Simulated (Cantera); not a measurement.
An adiabatic, constant-volume homogeneous reactor starts with H₂ : O₂ : N₂ = 1 : 1.47 : 8.68 (molar parts), equivalence ratio 0.34, at 1650 K and 3750 Torr.

Model: GRI-Mech 3.0 (53 species, 325 reactions), integrated in Cantera. The hydrogen kinetics of GRI-Mech 3.0 are dated; newer H2 mechanisms differ, most at raised pressure.

Q: Predict: time of steepest temperature rise; temperature at 8.00 s; equilibrium temperature; x(H₂) at 8.00 s; x(O₂) at 8.00 s; x(H₂O) at 8.00 s; x(NO) at 8.00 s; x(OH) at 8.00 s.

A: 
```json
{
 "time_of_steepest_temperature_rise": "2.94 µs",
 "temperature at 8.00 s": "2362 K",
 "equilibrium_temperature": "2362 K",
 "x(H₂) at 8.00 s": "0.000355 (gas-phase equilibrium 0.000355)",
 "x(O₂) at 8.00 s": "0.0839 (gas-phase equilibrium 0.0839)",
 "x(H₂O) at 8.00 s": "0.0912 (gas-phase equilibrium 0.0912)",
 "x(NO) at 8.00 s": "0.0114 (gas-phase equilibrium 0.0114)",
 "x(OH) at 8.00 s": "0.00431 (gas-phase equilibrium 0.00431)"
}
```
